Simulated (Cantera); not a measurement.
What does this Cantera script print?

```python
import numpy as np
import cantera as ct

gas_names = """
    H H2 N NH NH2 NH3 N2 N2H2 N2H4 Si SiH SiH2 SiH3 SiH4 SiN Si2 Si2N Si3
""".split()
cond_names = """
    Si(cr) Si(L) Si3N4(a)
""".split()


# ... load() reads the species with a 1 bar reference pressure and builds the phases ...
atoms = {
    'Si3N4': {'Si': 3, 'N': 4},
    'H2': {'H': 2},
}
top_T = {'Si3N4(a)': 2400}  # K; cautious upper limits of use, not melting points


# ... equilibrate(T, P, feed) seeds the gas with the atoms and calls Mixture.equilibrate('TP', solver="vcs", rtol=1e-11, max_steps=5000) ...
results = []
feed = {'Si3N4': 1, 'H2': 42}  # mol
P = 10000  # Pa
for T in [1648, 1698, 1748, 1798, 1848, 1898, 1948, 1998, 2048, 2098, 2148]:
    mix = equilibrate(T, P, feed)
    results.append((T, P, feed, dict(zip(mix.species_names, mix.species_moles))))

top = {s: max(r[3][s] / sum(r[3][g] for g in gas_names) for r in results) for s in gas_names}
cols = sorted((s for s in top if top[s] > 0.001), key=lambda s: -top[s])[:5]
seen = [c for c in cond_names if any(r[3].get(c, 0) > 1e-12 for r in results)]
print("log10 of partial pressures in bar; condensed amounts in mol")
print(f"{'T/K':>10s}" + "".join(f"{s[:9]:>10s}" for s in cols + seen))
for T, P, feed, n in results:
    ng = sum(n[g] for g in gas_names)
    print(f"{T:10.4g}" + "".join(f"{np.log10(max(n[s] / ng * P / 1e5, 1e-99)):10.3f}" for s in cols)
          + "".join(f"{n.get(c, 0):10.4g}" for c in seen))
```

Result:

```
log10 of partial pressures in bar; condensed amounts in mol
       T/K        H2        N2         H        Si    Si(cr)     Si(L)  Si3N4(a)
      1648    -1.003    -3.176    -4.552    -6.589    0.4229         0    0.8588
      1698    -1.007    -2.823    -4.343    -6.183         0     0.961    0.6793
      1748    -1.017    -2.435    -4.149    -5.837         0     2.401    0.1991
      1798    -1.021    -2.343    -3.964    -5.511         0     2.997         0
      1848    -1.021    -2.343    -3.786    -5.203         0     2.994         0
      1898    -1.021    -2.343    -3.618    -4.911         0      2.99         0
      1948    -1.022    -2.343    -3.458    -4.634         0     2.983         0
      1998    -1.023    -2.344    -3.306    -4.371         0     2.971         0
      2048    -1.024    -2.344    -3.162    -4.122         0     2.952         0
      2098    -1.025    -2.345    -3.024    -3.884         0      2.92         0
      2148    -1.027    -2.347    -2.894    -3.658         0      2.87         0
```

These are equilibrium values from Cantera (NASA tables, ideal gas, pure condensed phases), not measurements of a reactor. Mutual solubility and eutectic melting of coexisting phases are not modelled. The tables' values for SiN are old estimates; treat these amounts as uncertain. Gases not in the tables: Si2H6 and higher silanes.
